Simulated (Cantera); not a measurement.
Predominance diagram of Ca at 1350 K against the partial pressures of O2 and Br2 (log10, bar). Cantera with NASA thermochemical tables; ideal gases at 1 bar, condensed phases pure. Candidates: Ca(l), CaBr2(l), CaO(s). Only these pure phases compete in this equilibrium. Not in the tables: oxide halides.

```
log p(Br2) \ log p(O2)
        columns: -16, -15.1, -14.1, -13.2, -12.2, -11.3, -10.3, -9.4, -8.4, -7.5, -6.6, -5.6, -4.7, -3.7, -2.8, -1.8, -0.9, 0.1, 1
      1  A A A A A A A A A A A A A A A A A A A
   -0.6  A A A A A A A A A A A A A A A A A A A
   -2.1  A A A A A A A A A A A A A A A B B B B
   -3.7  A A A A A A A A A A A A B B B B B B B
   -5.2  A A A A A A A A A B B B B B B B B B B
   -6.8  A A A A A A B B B B B B B B B B B B B
   -8.3  A A B B B B B B B B B B B B B B B B B
   -9.9  B B B B B B B B B B B B B B B B B B B
  -11.4  B B B B B B B B B B B B B B B B B B B
    -13  B B B B B B B B B B B B B B B B B B B
```

A: CaBr2(l); B: CaO(s).
